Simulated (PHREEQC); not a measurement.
Consider water at 25 °C with 0.046 mol/kgw NaH2PO4 and 0.0048 mol/kgw K2HPO4. Closed to the air; pH follows from the charge balance.

The numbers come from PHREEQC with the ion-association model, phreeqc.dat.

| quantity | before | after |
|---|---|---|
| pH | 5.94 | 4.55 |
| ionic strength (mol/kgw) | 0.0600 | 0.0595 |
| H2PO4- (mol/kgw) | 0.0460 | 0.0457 |
| HPO4-2 (mol/kgw) | 0.00459 | 0.000185 |
| NaHPO4- (mol/kgw) | 0.000180 | 7.23e-6 |
| KHPO4- (mol/kgw) | 3.69e-5 | 1.48e-6 |

Q: Which change was made?
A. NaH2PO4 from 0.046 to 0.0092 mol/kgw
B. diluted 2-fold with water
C. K2HPO4 from 0.0048 to 0.00432 mol/kgw
D. K2HPO4 replaced by K2SO4 at the same molality
E. 0.012 mol/kgw Ca(OH)2 added

A: D, K2HPO4 replaced by K2SO4 at the same molality

No solid was allowed to form.
